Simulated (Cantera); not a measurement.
An isothermal, constant-pressure homogeneous reactor starts with NO : N2 = 1.5 : 0.22 (molar parts), at 1648 K and 825 Torr.

Model: GRI-Mech 3.0 (53 species, 325 reactions), integrated in Cantera.

x: mole fraction; the columns are a selection and need not sum to one.

```
t (s)      x NO     x O2      x O   x N2     x NO2
--------  -----  -------  -------  -----  --------
3.00e-5   0.872  1.25e-9  2.54e-7  0.128   1.06e-6
8.23e-5   0.872  4.81e-9  2.65e-7  0.128   3.36e-6
0.000226  0.872  2.12e-8  2.92e-7  0.128   9.74e-6
0.000620  0.872  1.31e-7  3.67e-7  0.128   2.78e-5
0.00170   0.872  1.19e-6  5.75e-7  0.128   8.05e-5
0.00468   0.872      ___      ___  0.128       ___
0.0128    0.871      ___      ___  0.128       ___
0.0352    0.869  0.00109  2.35e-6  0.129  0.000609
0.0967    0.863  0.00372  2.68e-6  0.132  0.000700
0.265     0.849   0.0108  3.38e-6  0.139  0.000890
0.729     0.812   0.0292  4.73e-6  0.158   0.00122
2.00      0.724   0.0729  6.93e-6  0.202   0.00163
```

Q: What belongs in the gaps?

A: 
- 0.00468, x O2: 1.57e-5
- 0.00468, x O: 1.12e-6
- 0.00468, x NO2: 0.000230
- 0.0128, x O2: 0.000192
- 0.0128, x O: 1.97e-6
- 0.0128, x NO2: 0.000492
